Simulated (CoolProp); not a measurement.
A simple Rankine cycle with R114: condensing at 308.15 K, boiler at 2.62 MPa, turbine inlet 446 K, turbine efficiency 0.85, pump efficiency 0.8, no recuperator. Each further row changes one setting.

Model: reference Helmholtz-energy equation of state, Platzer 1990, in CoolProp. This equation is an older, rougher fit; its heat capacities, sound speeds and derivatives of the liquid may be far off and weren't checked against measurements.

```
case                             thermal efficiency (%)  net work (kJ/kg)  heat in (kJ/kg)  turbine exit temperature (K)  volume ratio over the turbine
-------------------------------  ----------------------  ----------------  ---------------  ----------------------------  -----------------------------
as stated                                          14.3              30.3              211                         383.2                            [?]
turbine inlet 466 K                                14.2              32.8              231                           [?]                            [?]
condensing temperature 300.15 K                     [?]               [?]              [?]                         377.9                            [?]
boiler pressure 1.83 MPa                           12.5              27.4              220                         397.1                           6.48
turbine efficiency 0.75                            12.5              26.5              211                         388.0                           10.2
```

Problem. Some entries are withheld; supply them.

Solution. 
- as stated, volume ratio over the turbine: 10.0
- turbine inlet 466 K, turbine exit temperature (K): 404.4
- turbine inlet 466 K, volume ratio over the turbine: 9.56
- condensing temperature 300.15 K, thermal efficiency (%): 15.5
- condensing temperature 300.15 K, net work (kJ/kg): 33.9
- condensing temperature 300.15 K, heat in (kJ/kg): 219
- condensing temperature 300.15 K, volume ratio over the turbine: 12.7
